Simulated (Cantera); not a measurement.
A closed system holds: 1 mol Fe3O4, 1.1 mol CO, equilibrated at 2400 K and 1.20 bar.

Cantera equilibrium calculation (NASA polynomials, part measured and part estimated; ideal gas, pure solids and liquids). Candidate condensed phases: C, Fe, Fe(CO)5, FeO, Fe2O3, Fe3O4; 15 gas species. The tables' stoichiometric FeO is somewhat more stable than real wüstite, so its field is too wide. FeO: taken at fixed stoichiometry. Kinetics and transport are ignored.

Base state: CO2 0.856, CO 0.125, O2 0.0175, O 0.00105, FeO 0.000265, Fe 0.000149 (mole fractions); condensed: FeO(l).

Problem. What changes in the equilibrium state with this change: temperature from 2400 K to 1573.15 K?

Solution. 
```csv
species,before,after
CO2,0.856,0.909
CO,0.125,0.0909
O2,0.0175,1.61e-8
Fe,0.000149,8.50e-9
O,0.00105,1.21e-9
FeO,0.000265,1.32e-9
"FeO(l), mol",3.00,0
"FeO(s), mol",0,3.00
```

Problem. What changes in the equilibrium state with this change: CO from 1.1 to 1.5 mol?

Solution. 
```tsv
species	before	after
CO2	0.856	0.662
CO	0.125	0.335
O2	0.0175	0.00146
Fe	0.000149	0.000514
O	0.00105	0.000303
FeO	0.000265	0.000265
FeO(l), mol	3.00	3.00
```

Problem. What changes in the equilibrium state with this change: temperature from 2400 K to 1873 K?

Solution. 
```
species        before    after
-----------  --------  -------
CO2             0.856    0.909
CO              0.125   0.0909
O2             0.0175  1.51e-5
Fe           0.000149  7.38e-7
O             0.00105  8.37e-7
FeO          0.000265  4.36e-7
FeO(l), mol      3.00     3.00
```
